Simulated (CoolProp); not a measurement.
n-perfluorohexane at several states: Z from the reference equation and from simpler models built on Tc = 448.0 K, pc = 1.742 MPa, ω = 0.497; each cubic takes its own stable root.

The numbers come from the reference Helmholtz-energy equation of state, Gao 2022 in CoolProp.

| T (K) | p (MPa) | phase | reference | van der Waals | Redlich-Kwong | Soave-Redlich-Kwong | Peng-Robinson |
|---|---|---|---|---|---|---|---|
| 247.4 | 0.0129 | liquid | 0.001166 | 0.9914 | 0.9870 | 0.001352 | 0.001202 |
| 294.1 | 0.0116 | gas | 0.9899 | 0.9947 | 0.9927 | 0.9908 | 0.9905 |
| 434.1 | 7.1 | liquid | 0.5145 | 0.7708 | 0.5987 | 0.5912 | 0.5293 |
| 270.4 | 0.0143 | liquid | 0.001225 | 0.9921 | 0.9887 | 0.001414 | 0.001255 |
| 346.6 | 8.64 | liquid | 0.6403 | 1.037 | 0.7517 | 0.7203 | 0.6412 |

At some of these states van der Waals, Redlich-Kwong gives the other phase, because its saturation line lies elsewhere.
